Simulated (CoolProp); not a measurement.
Fluorine along the isotherm 75.9 K: Z from the reference equation and from simpler models built on Tc = 144.4 K, pc = 5240 kPa, ω = 0.045; each cubic takes its own stable root.

Model: reference Helmholtz-energy equation of state, de Reuck 1990, in CoolProp.

```
p (kPa)   phase  reference
-------  ------  ---------
238      liquid   0.009160
476      liquid    0.01832
714      liquid    0.02746
953      liquid    0.03665
1190     liquid    0.04574
1430     liquid    0.05495
1670     liquid    0.06415
1910     liquid    0.07335
2140     liquid    0.08216
2380     liquid    0.09134
2620     liquid     0.1005
```

**Question.** How far does each simpler model (van der Waals, Redlich-Kwong, Soave-Redlich-Kwong, Peng-Robinson) lie from the reference over these 11 states: mean and median of the absolute difference, and the worst?

**Answer.** 
- van der Waals: mean 45.7 %, median 45.7 %, worst +46.1 % at 75.9 K and 238 kPa
- Redlich-Kwong: mean 1.5 %, median 1.5 %, worst -1.5 % at 75.9 K and 2620 kPa
- Soave-Redlich-Kwong: mean 0.6 %, median 0.6 %, worst -0.6 % at 75.9 K and 2620 kPa
- Peng-Robinson: mean 11.8 %, median 11.8 %, worst -11.7 % at 75.9 K and 2620 kPa
